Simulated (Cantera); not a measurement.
# Diamond growth

A diamond (100) surface in a fixed gas of H2 with x(CH4) = 0.0078, x(H) = 0.019, at 1100 K, 75.0 Torr; coverages are run to steady state.

Cantera simulation using the Harris–Goodwin 1993 mechanism for the reconstructed diamond (100) surface; the numbers are that mechanism's predictions, not measurements.

```json
[
 {"x(CH3)": "1e-06", "growth (µm/h)": "0.0762", "θ c6HH": "0.511", "θ c6H*": "0.0283", "θ c6*H": "0.442", "θ c6**": "0.0186", "θ c6HM": "1.86e-5"},
 {"x(CH3)": "2.7e-06", "growth (µm/h)": "0.206", "θ c6HH": "0.511", "θ c6H*": "0.0283", "θ c6*H": "0.442", "θ c6**": "0.0186", "θ c6HM": "5.02e-5"},
 {"x(CH3)": "7.5e-06", "growth (µm/h)": "0.571", "θ c6HH": "0.511", "θ c6H*": "0.0283", "θ c6*H": "0.442", "θ c6**": "0.0186", "θ c6HM": "0.000139"},
 {"x(CH3)": "2.1e-05", "growth (µm/h)": "1.60", "θ c6HH": "0.511", "θ c6H*": "0.0283", "θ c6*H": "0.442", "θ c6**": "0.0186", "θ c6HM": "0.000390"},
 {"x(CH3)": "5.7e-05", "growth (µm/h)": "4.34", "θ c6HH": "0.510", "θ c6H*": "0.0283", "θ c6*H": "0.441", "θ c6**": "0.0185", "θ c6HM": "0.00106"},
 {"x(CH3)": "0.00016", "growth (µm/h)": "12.1", "θ c6HH": "0.509", "θ c6H*": "0.0282", "θ c6*H": "0.440", "θ c6**": "0.0185", "θ c6HM": "0.00296"},
 {"x(CH3)": "0.00043", "growth (µm/h)": "32.3", "θ c6HH": "0.505", "θ c6H*": "0.0280", "θ c6*H": "0.436", "θ c6**": "0.0182", "θ c6HM": "0.00787"},
 {"x(CH3)": "0.0012", "growth (µm/h)": "87.8", "θ c6HH": "0.495", "θ c6H*": "0.0274", "θ c6*H": "0.427", "θ c6**": "0.0177", "θ c6HM": "0.0214"},
 {"x(CH3)": "0.0032", "growth (µm/h)": "220", "θ c6HH": "0.471", "θ c6H*": "0.0259", "θ c6*H": "0.405", "θ c6**": "0.0163", "θ c6HM": "0.0536"}
]
```
θ: site fractions in the mechanism's names (c6HH fully hydrogenated, c6H* and c6*H radical sites, c6** diradical, c6HM methylated).
